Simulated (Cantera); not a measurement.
SiHCl3 + NH3 (silicon nitride deposition)

Charge: 1 mol SiHCl3, a varied amount of NH3, held at 1698.15 K and 15000 Pa.

Method: chemical equilibrium by Gibbs-energy minimisation in Cantera with the NASA 1993 tables (ideal gas, pure condensed phases). Candidate condensed phases: NH4Cl, Si, Si3N4; 28 gas species. The tables' values for SiCl3, SiCl are old estimates; treat these amounts as uncertain. Equilibrium is a limit: real reactors are often held back by kinetics, nucleation or transport.

From 2.1 mol NH3 to 34 mol NH3 the condensed part is Si3N4(s). The main Si-bearing gas is SiCl2 throughout. The share of Si in condensed phases is highest at 34 mol NH3 (92.7 %) and lowest at 2.1 mol NH3 (35.1 %).

| n(NH3) (mol) | x H2 | x HCl | x N2 | x SiCl2 | x SiCl3 | x SiCl4 | x SiHCl3 | n Si3N4(s) |
|---|---|---|---|---|---|---|---|---|
| 2.1 | 0.482 | 0.270 | 0.138 | 0.0945 | 0.0115 | 0.00279 | 0.000960 | 0.117 |
| 2.6 | 0.513 | 0.253 | 0.149 | 0.0744 | 0.00827 | 0.00182 | 0.000708 | 0.138 |
| 3.3 | 0.545 | 0.231 | 0.161 | 0.0554 | 0.00545 | 0.00106 | 0.000482 | 0.162 |
| 4.2 | 0.576 | 0.206 | 0.173 | 0.0399 | 0.00341 | 0.000577 | 0.000310 | 0.186 |
| 5.3 | 0.603 | 0.182 | 0.184 | 0.0283 | 0.00209 | 0.000303 | 0.000194 | 0.208 |
| 6.7 | 0.628 | 0.157 | 0.194 | 0.0196 | 0.00122 | 0.000151 | 0.000116 | 0.228 |
| 8.4 | 0.648 | 0.134 | 0.203 | 0.0135 | 0.000707 | 7.33e-5 | 6.82e-5 | 0.246 |
| 11 | 0.669 | 0.110 | 0.212 | 0.00845 | 0.000356 | 2.96e-5 | 3.49e-5 | 0.264 |
| 13 | 0.680 | 0.0959 | 0.217 | 0.00626 | 0.000229 | 1.66e-5 | 2.26e-5 | 0.273 |
| 17 | 0.695 | 0.0766 | 0.224 | 0.00383 | 0.000111 | 6.32e-6 | 1.10e-5 | 0.286 |
| 21 | 0.705 | 0.0637 | 0.228 | 0.00258 | 6.15e-5 | 2.90e-6 | 6.19e-6 | 0.295 |
| 27 | 0.714 | 0.0508 | 0.233 | 0.00160 | 3.02e-5 | 1.13e-6 | 3.06e-6 | 0.303 |
| 34 | 0.721 | 0.0411 | 0.236 | 0.00103 | 1.56e-5 | 4.70e-7 | 1.59e-6 | 0.309 |
x: gas mole fraction; n: condensed amount in mol.
